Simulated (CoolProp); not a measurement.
Chlorine along the isotherm 434.7 K: density (kg/m³) from the reference equation and from simpler models built on Tc = 416.9 K, pc = 7642 kPa, ω = 0.070; each cubic takes its own stable root.

Values from CoolProp's reference Helmholtz-energy equation of state, Thol 2021.

| p (kPa) | phase | reference |
|---|---|---|
| 63.2 | gas | 1.243 |
| 95.4 | gas | 1.878 |
| 144 | gas | 2.840 |
| 217 | gas | 4.291 |
| 328 | gas | 6.513 |
| 494 | gas | 9.871 |
| 746 | gas | 15.05 |
| 1120 | gas | 22.93 |
| 1700 | gas | 35.66 |
| 2560 | gas | 55.80 |
| 3860 | gas | 89.93 |
| 5830 | gas | 154.8 |
| 8790 | supercritical | 354.2 |
| 13300 | supercritical | 886.5 |
| 20000 | supercritical | 1001 |

### Question
How far does each simpler model (ideal gas, van der Waals, Soave-Redlich-Kwong, Peng-Robinson) lie from the reference over these 15 states: mean and median of the absolute difference, and the worst?

### Answer
- ideal gas: mean 16.9 %, median 4.2 %, worst -70.6 % at 434.7 K and 13300 kPa
- van der Waals: mean 4.2 %, median 0.1 %, worst -26.6 % at 434.7 K and 13300 kPa
- Soave-Redlich-Kwong: mean 2.3 %, median 0.3 %, worst -16.6 % at 434.7 K and 13300 kPa
- Peng-Robinson: mean 2.1 %, median 0.9 %, worst -8.4 % at 434.7 K and 13300 kPa
